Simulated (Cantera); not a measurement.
An isothermal, constant-pressure homogeneous reactor starts with C3H8 : H2 = 1 : 6 (molar parts), at 1698 K and 20.0 Torr.

Model: GRI-Mech 3.0 (53 species, 325 reactions), integrated in Cantera. GRI-Mech 3.0 was tuned for natural gas; its chemistry of propane as a main component is partial and can be far from experiment. GRI-Mech 3.0 stops at C3 and has no aromatics, soot or wall deposition, so with more carbon than oxygen in the feed, carbon stays in small species such as C2H2 where larger ones or solid carbon would form. Radical loss at walls, strong at low pressure, is not modelled.

x: mole fraction; the columns are a selection and need not sum to one.

```tsv
t (s)	x C3H8	x H2	x CH2	x CH4	x C2H2	x H	x C2H6
6.00e-6	0.139	0.854	1.45e-7	0.000329	7.80e-8	(withheld)	0.000108
3.16e-5	0.110	0.832	1.38e-5	0.0111	7.34e-5	(withheld)	0.00139
0.000167	0.00306	0.744	3.40e-5	0.111	0.0203	(withheld)	0.00241
0.000880	3.06e-7	0.760	4.61e-6	0.123	0.0723	(withheld)	0.000225
0.00464	2.31e-8	0.770	9.17e-7	0.118	0.0989	(withheld)	4.68e-5
0.0245	1.24e-8	0.779	7.09e-7	0.107	0.111	(withheld)	3.18e-5
0.129	4.59e-9	0.802	5.96e-7	0.0718	0.124	(withheld)	1.62e-5
0.681	2.16e-10	0.834	3.05e-7	0.0226	0.142	(withheld)	2.04e-6
3.59	2.13e-12	0.847	7.52e-8	0.00404	0.148	0.000810	7.89e-8
19.0	<1e-12	0.848	2.25e-8	0.00115	0.149	0.000821	9.72e-9
100	<1e-12	0.849	2.03e-8	0.00104	0.149	0.000822	8.57e-9
```

Problem. Some entries are withheld; supply them.

Solution. 
- 6.00e-6, x H: 0.000308
- 3.16e-5, x H: 0.00140
- 0.000167, x H: 0.00586
- 0.000880, x H: 0.00150
- 0.00464, x H: 0.000564
- 0.0245, x H: 0.000514
- 0.129, x H: 0.000578
- 0.681, x H: 0.000714
